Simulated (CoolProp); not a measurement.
Vapour-liquid equilibrium of propylene (1) + n-hexane (2) at 124 kPa; x and y are mole fractions of (1).

Computed with CoolProp (multi-fluid Helmholtz-energy mixture model, Lemmon 2013 and Thol 2019; pair parameters Bell 2016).

| x | bubble temperature, mixture model (K) | bubble temperature, Raoult's law (K) | y, mixture model | y, Raoult's law |
|---|---|---|---|---|
| 0.05 | 309.2 | 315.0 | 0.744 | 0.693 |
| 0.125 | 281.4 | 288.5 | 0.929 | 0.908 |
| 0.2 | 269.0 | 273.8 | 0.965 | 0.960 |
| 0.275 | 261.5 | 264.1 | 0.978 | 0.979 |
| 0.35 | 256.1 | 257.1 | 0.985 | 0.987 |
| 0.425 | 251.7 | 251.6 | 0.990 | 0.992 |
| 0.5 | 247.9 | 247.2 | 0.993 | 0.995 |
| 0.575 | 244.5 | 243.6 | 0.995 | 0.997 |
| 0.65 | 241.3 | 240.4 | 0.997 | 0.998 |
| 0.725 | 238.4 | 237.7 | 0.998 | 0.999 |
| 0.8 | 235.8 | 235.3 | 0.999 | 0.999 |
| 0.875 | 233.4 | 233.2 | 0.999 | 1.000 |
| 0.95 | 231.3 | 231.3 | 1.000 | 1.000 |

The largest gap from Raoult's law is -7.1 K in bubble temperature, at x = 0.125. No azeotrope shows between x = 0.05 and 0.95.

Pair parameters are fitted to limited data, so mixtures are less certain than the pure fluids. The gap from Raoult's law changes sign with composition, which may be real or a fault of the pair parameters; it wasn't checked against measurements.
